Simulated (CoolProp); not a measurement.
Vapour-liquid equilibrium of carbon dioxide (1) + R134a (2) at -33.85 °C; x and y are mole fractions of (1).

Model: multi-fluid Helmholtz-energy mixture model, Span 1996 and Tillner-Roth 1994; pair parameters Bell 2016, in CoolProp.

Q: Give the bubble pressure and the first vapour's composition at x = 0.2, 0.8, 0.95. Is there an azeotrope?

A: x = 0.2: 2.825 bar, y = 0.790; x = 0.8: 10.00 bar, y = 0.980; x = 0.95: 11.85 bar, y = 0.995. No azeotrope shows between x = 0.05 and 0.95.

The pair parameters rest on a limited set of measurements; away from them the model extrapolates.
